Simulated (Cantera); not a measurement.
A perfectly stirred reactor is fed with CH4 : N2 = 1 : 17 (molar parts), at 113 Torr; it is held at 1525 K, and followed from long to short residence time.

Model: GRI-Mech 3.0 (53 species, 325 reactions), integrated in Cantera. GRI-Mech 3.0 stops at C3 and has no aromatics, soot or wall deposition, so with more carbon than oxygen in the feed, carbon stays in small species such as C2H2 where larger ones or solid carbon would form.

Predict: x(CH4) at τ = 15.0 s; x(CH2) at τ = 15.0 s; x(C2H4) at τ = 15.0 s; x(HCN) at τ = 15.0 s; x(H2) at τ = 15.0 s; x(CH4) at τ = 0.230 s; x(CH2) at τ = 0.230 s; x(C2H4) at τ = 0.230 s; x(HCN) at τ = 0.230 s; x(H2) at τ = 0.230 s.


* **x(CH4) at τ = 15.0 s**: 0.0119
* **x(CH2) at τ = 15.0 s**: 6.51e-9
* **x(C2H4) at τ = 15.0 s**: 8.29e-5
* **x(HCN) at τ = 15.0 s**: 2.74e-7
* **x(H2) at τ = 15.0 s**: 0.0619
* **x(CH4) at τ = 0.230 s**: 0.0469
* **x(CH2) at τ = 0.230 s**: 2.40e-8
* **x(C2H4) at τ = 0.230 s**: 0.000819
* **x(HCN) at τ = 0.230 s**: 3.98e-9
* **x(H2) at τ = 0.230 s**: 0.0113
